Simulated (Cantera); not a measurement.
A closed system holds: 1 mol Ta, 0.24 mol N2, 2.7 mol N2O, held at 0.100 bar.

Method: chemical equilibrium by Gibbs-energy minimisation in Cantera with the NASA 1993 tables (ideal gas, pure condensed phases). Candidate condensed phases: Ta, Ta2O5; 12 gas species. The numbers say what is thermodynamically allowed, not how fast it happens.

**Question.** Which condensed phases are stable at each of these points (T (K)): 1023, 1123, 1223, 1323, 1423, 1523, 1623, 1723, 1823, 1923, 2023, 2123?

**Answer.** 
| T (K) | condensed phases | Ta condensed (%) |
|---|---|---|
| 1023 | Ta2O5(s) | 100.0 |
| 1123 | Ta2O5(s) | 100.0 |
| 1223 | Ta2O5(s) | 100.0 |
| 1323 | Ta2O5(s) | 100.0 |
| 1423 | Ta2O5(s) | 100.0 |
| 1523 | Ta2O5(s) | 100.0 |
| 1623 | Ta2O5(s) | 100.0 |
| 1723 | Ta2O5(s) | 100.0 |
| 1823 | Ta2O5(s) | 100.0 |
| 1923 | Ta2O5(s) | 100.0 |
| 2023 | Ta2O5(s) | 100.0 |
| 2123 | Ta2O5(l) | 100.0 |

From 1023 K to 2023 K the condensed part is Ta2O5(s). At 2123 K the condensed part is Ta2O5(l).
